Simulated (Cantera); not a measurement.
A closed system holds: 1 mol SiHCl₃, 0.016 mol Cl₂, a varied amount of H₂, equilibrated at 950 °C and 165 Torr.

These are equilibrium values from Cantera (NASA tables, ideal gas, pure condensed phases), not measurements of a reactor. Candidate condensed phases: Si; 19 gas species. Rates play no part.

**Question.** What share of the Si ends up in condensed phases as a function of n(H₂) (mol), at 18, 20, 23, 27, 30, 34, 39, 45, 51, 58, 66, 75?

**Answer.** 
```json
[
 {"n(H₂) (mol)": "18", "Si condensed (%)": "35.4", "as": "Si(s)"},
 {"n(H₂) (mol)": "20", "Si condensed (%)": "36.9", "as": "Si(s)"},
 {"n(H₂) (mol)": "23", "Si condensed (%)": "39.0", "as": "Si(s)"},
 {"n(H₂) (mol)": "27", "Si condensed (%)": "41.7", "as": "Si(s)"},
 {"n(H₂) (mol)": "30", "Si condensed (%)": "43.5", "as": "Si(s)"},
 {"n(H₂) (mol)": "34", "Si condensed (%)": "45.9", "as": "Si(s)"},
 {"n(H₂) (mol)": "39", "Si condensed (%)": "48.7", "as": "Si(s)"},
 {"n(H₂) (mol)": "45", "Si condensed (%)": "51.8", "as": "Si(s)"},
 {"n(H₂) (mol)": "51", "Si condensed (%)": "54.6", "as": "Si(s)"},
 {"n(H₂) (mol)": "58", "Si condensed (%)": "57.6", "as": "Si(s)"},
 {"n(H₂) (mol)": "66", "Si condensed (%)": "60.7", "as": "Si(s)"},
 {"n(H₂) (mol)": "75", "Si condensed (%)": "63.8", "as": "Si(s)"}
]
```
